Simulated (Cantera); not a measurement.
Source: NASA polynomial tables (part measured, part estimated), evaluated in Cantera. Values are per mole of reaction as written; species without (g) are pure solids or liquids, kept so even where they would boil at 1 bar.

N2O(g) + Cl2(g) + Li2O = 2 NO(g) + 2 LiCl

```json
[
 {"T (K)": "1225", "ΔH° (kJ)": "-62.5", "ΔS° (J/K)": "128.7", "ΔG° (kJ)": "-220.2", "log10 K": "9.39"},
 {"T (K)": "1325", "ΔH° (kJ)": "-62.0", "ΔS° (J/K)": "129.1", "ΔG° (kJ)": "-233.1", "log10 K": "9.19"},
 {"T (K)": "1425", "ΔH° (kJ)": "-61.9", "ΔS° (J/K)": "129.2", "ΔG° (kJ)": "-246.0", "log10 K": "9.02"},
 {"T (K)": "1525", "ΔH° (kJ)": "…", "ΔS° (J/K)": "…", "ΔG° (kJ)": "…", "log10 K": "…"},
 {"T (K)": "1625", "ΔH° (kJ)": "…", "ΔS° (J/K)": "…", "ΔG° (kJ)": "…", "log10 K": "…"},
 {"T (K)": "1725", "ΔH° (kJ)": "…", "ΔS° (J/K)": "…", "ΔG° (kJ)": "…", "log10 K": "…"},
 {"T (K)": "1825", "ΔH° (kJ)": "…", "ΔS° (J/K)": "…", "ΔG° (kJ)": "…", "log10 K": "…"}
]
```

Task: Complete the blanks.

Result: 
- 1525, ΔH° (kJ): -62.2
- 1525, ΔS° (J/K): 129.0
- 1525, ΔG° (kJ): -258.9
- 1525, log10 K: 8.87
- 1625, ΔH° (kJ): -62.7
- 1625, ΔS° (J/K): 128.7
- 1625, ΔG° (kJ): -271.8
- 1625, log10 K: 8.74
- 1725, ΔH° (kJ): -63.6
- 1725, ΔS° (J/K): 128.1
- 1725, ΔG° (kJ): -284.7
- 1725, log10 K: 8.62
- 1825, ΔH° (kJ): -64.8
- 1825, ΔS° (J/K): 127.5
- 1825, ΔG° (kJ): -297.4
- 1825, log10 K: 8.51
